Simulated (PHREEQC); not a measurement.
## Reverse-osmosis permeate

Synthetic water in mg/L, 25 °C, pH 5.63, pe 9.3:

| constituent | mg/L |
|---|---|
| Na | 0.186 |
| K | 1.57 |
| Ca | 3.17 |
| Mg | 1.08 |
| Cl | 3.87 |
| S(6) as SO4 | 5.14 |
| Alkalinity as HCO3 | 4.86 |
| Pb | 0.0544 |
| O(0) (dissolved oxygen) | 0.0254 |

Valence states are taken as typed.

The numbers come from PHREEQC with the ion-association model, phreeqc.dat.

Each row changes one thing in this solution. No solid was allowed to form.

```tsv
case	CO2 (mol/kgw)	MgSO4 (mol/kgw)	CaHCO3+ (mol/kgw)	KSO4- (mol/kgw)	HSO4- (mol/kgw)	PbCO3 (mol/kgw)	SI of Anglesite (PbSO4)	SI of Pb(OH)2 (Pb(OH)2)
as made	0.000421	4.44e-7	7.43e-8	1.34e-8	1.11e-8	5.90e-9	-3.21	-3.56
pH from 5.63 to 5.5 at the same alkalinity	0.000574	4.44e-7	7.50e-8	1.34e-8	1.50e-8	4.45e-9	-3.20	-3.82
O(0) from 0.0254 to 0.0127 mg/L	0.000421	4.44e-7	7.43e-8	1.34e-8	1.11e-8	5.90e-9	-3.21	-3.56
temperature from 25 to 45 °C at the same typed pH	0.000364	[?]	9.06e-8	1.84e-8	1.76e-8	7.90e-9	-3.32	[?]
```

**Question.** Fill in the missing entries.

**Answer.** 
- temperature from 25 to 45 °C at the same typed pH, MgSO4 (mol/kgw): 7.05e-7
- temperature from 25 to 45 °C at the same typed pH, SI of Pb(OH)2 (Pb(OH)2): -2.92

At this temperature some constants are extrapolated from 25 °C, and those without enthalpy data are left unchanged.
